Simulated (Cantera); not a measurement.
**Equilibrium for iron carbonyl, mercury and lead vapours: HgO + O2 + N2**

Feed: 1 mol HgO, 1.3 mol O2, 0.24 mol N2, at 6.40 bar.

Method: chemical equilibrium by Gibbs-energy minimisation in Cantera with the NASA 1993 tables (ideal gas, pure condensed phases). Candidate condensed phases: Hg, HgO; 10 gas species. Rates play no part.

| T (°C) | x O2 | x Hg | x N2 | x NO | x NO2 | x O | n HgO(s) |
|---|---|---|---|---|---|---|---|
| 352 | 0.844 | 0.000632 | 0.156 | 3.81e-8 | 6.94e-7 | <1e-12 | 0.999 |
| 452 | 0.820 | 0.0315 | 0.148 | 4.15e-7 | 1.59e-6 | <1e-12 | 0.949 |
| 552 | 0.592 | 0.329 | 0.0789 | 1.61e-6 | 1.63e-6 | <1e-12 | 0 |
| 652 | 0.592 | 0.329 | 0.0789 | 6.82e-6 | 2.75e-6 | 4.07e-12 | 0 |
| 752 | 0.592 | 0.329 | 0.0789 | 2.17e-5 | 4.21e-6 | 1.00e-10 | 0 |
| 852 | 0.592 | 0.329 | 0.0789 | 5.64e-5 | 5.97e-6 | 1.40e-9 | 0 |
| 952 | 0.592 | 0.329 | 0.0789 | 0.000125 | 8.02e-6 | 1.28e-8 | 0 |
| 1052 | 0.592 | 0.329 | 0.0788 | 0.000247 | 1.03e-5 | 8.38e-8 | 0 |
| 1152 | 0.592 | 0.329 | 0.0787 | 0.000441 | 1.28e-5 | 4.22e-7 | 0 |
| 1252 | 0.592 | 0.329 | 0.0786 | 0.000732 | 1.55e-5 | 1.72e-6 | 0 |
x: gas mole fraction; n: condensed amount in mol.

From 352 °C to 452 °C the condensed part is HgO(s). From 552 °C to 1252 °C nothing is condensed. The main Hg-bearing gas is Hg throughout.
